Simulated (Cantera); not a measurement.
A perfectly stirred reactor is fed with CO : O2 : H2O : N2 = 0.0058 : 0.021 : 0.0072 : 1 (molar parts), equivalence ratio 0.14, at 390000 Pa; it is held at 1475 K, and followed from long to short residence time.

Model: GRI-Mech 3.0 (53 species, 325 reactions), integrated in Cantera.

### Question
Predict: x(CO) at τ = 0.970 s; x(O2) at τ = 0.970 s; x(H2O) at τ = 0.970 s; x(HO2) at τ = 0.970 s; x(NO) at τ = 0.970 s; x(CO) at τ = 67.0 ms; x(O2) at τ = 67.0 ms; x(H2O) at τ = 67.0 ms; x(HO2) at τ = 67.0 ms; x(NO) at τ = 67.0 ms.

### Answer
* **x(CO) at τ = 0.970 s**: 2.40e-5
* **x(O2) at τ = 0.970 s**: 0.0176
* **x(H2O) at τ = 0.970 s**: 0.00697
* **x(HO2) at τ = 0.970 s**: 1.26e-7
* **x(NO) at τ = 0.970 s**: 1.04e-6
* **x(CO) at τ = 67.0 ms**: 0.000154
* **x(O2) at τ = 67.0 ms**: 0.0176
* **x(H2O) at τ = 67.0 ms**: 0.00695
* **x(HO2) at τ = 67.0 ms**: 6.95e-7
* **x(NO) at τ = 67.0 ms**: 1.29e-6
